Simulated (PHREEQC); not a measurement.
**Silver or lead bath**

Solution (35 °C): 120 mmol/kgw Pb(NO3)2, 2.9 mmol/kgw HNO3 and 1.8 mmol/kgw Cu(NO3)2. Closed to the air; pH follows from the charge balance.

All values are PHREEQC results (ion-association model, phreeqc.dat), not measurements.

Each row changes one thing in this solution. Precipitation was switched off in this run.

```tsv
case	pH	ionic strength (mol/kgw)	Pb2OH+3 (mol/kgw)	PbOH+ (mol/kgw)	CuOH+ (mol/kgw)	SI of Pb(OH)2 (Pb(OH)2)
as made	2.64	0.265	1.22e-6	2.29e-7	3.36e-9	-4.24
HNO3 replaced by LiNO3 at the same molality	4.29	0.265	5.44e-5	1.02e-5	1.50e-7	-0.94
Cu(NO3)2 from 0.0018 to 0.00198 mol/kgw	2.64	(withheld)	1.22e-6	2.29e-7	3.69e-9	-4.24
Cu(NO3)2 from 0.0018 to 0.00018 mol/kgw	2.64	0.261	1.23e-6	2.31e-7	(withheld)	-4.24
HNO3 left out	4.29	(withheld)	5.47e-5	1.03e-5	1.50e-7	-0.94
HNO3 from 0.0029 to 0.00145 mol/kgw	2.94	(withheld)	2.45e-6	4.59e-7	6.70e-9	(withheld)
```

### Question
Some entries are withheld; supply them.

### Answer

- Cu(NO3)2 from 0.0018 to 0.00198 mol/kgw, ionic strength (mol/kgw): 0.266
- Cu(NO3)2 from 0.0018 to 0.00018 mol/kgw, CuOH+ (mol/kgw): 3.36e-10
- HNO3 left out, ionic strength (mol/kgw): 0.263
- HNO3 from 0.0029 to 0.00145 mol/kgw, ionic strength (mol/kgw): 0.264
- HNO3 from 0.0029 to 0.00145 mol/kgw, SI of Pb(OH)2 (Pb(OH)2): -3.64
